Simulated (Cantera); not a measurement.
An isothermal plug-flow reactor at 475 K and 1.00 atm (inlet), inlet velocity 0.67 m/s, active area per volume 1200 1/m; feed H₂ : O₂ : N₂ = 0.0058 : 0.016 : 0.79 (molar parts).

Computed with Cantera and Deutschmann's 1995 Pt surface mechanism with GRI-Mech 3.0 gas chemistry. Catalytic surfaces can have several steady states; this one follows from the mechanism file's or the stated starting coverage. Mass transfer to the wall is taken as infinitely fast.

One state of this run: x H₂ = 1.73e-5; x O₂ = 0.0162; x H₂O = 0.00715; θ free Pt = 0.00151; θ O* = 0.993; θ OH* = 0.00593. x: gas mole fraction; θ: surface coverage.

### Question
Which value of z (m) does it belong to?
A. 0.00066
B. 0.0014
C. 0.014
D. 0.00014

### Answer
C, 0.014
